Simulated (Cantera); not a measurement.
Feed: 1 mol C2H6, 0.15 mol H2O, 0.74 mol H2, held at 600 K and 0.0100 bar.

Cantera equilibrium calculation (NASA polynomials, part measured and part estimated; ideal gas, pure solids and liquids). Candidate condensed phases: C, C6H6, C7H8, C8H18, H2O; 110 gas species. Equilibrium is a limit: real reactors are often held back by kinetics, nucleation or transport.

Base state: H2 0.604, CH4 0.345, H2O 0.0495, CO2 0.000931, CO 0.000402 (mole fractions); condensed: C(graphite).

### Question
What changes in the equilibrium state with this change: H2O from 0.15 to 3.4 mol?

### Answer
```json
[
 {"species": "H2", "before": "0.604", "after": "0.415"},
 {"species": "H2O", "before": "0.0495", "after": "0.330"},
 {"species": "CH4", "before": "0.345", "after": "0.163"},
 {"species": "CO2", "before": "0.000931", "after": "0.0878"},
 {"species": "CO", "before": "0.000402", "after": "0.00390"},
 {"species": "C(graphite), mol", "before": "0.998", "after": "0.304"}
]
```
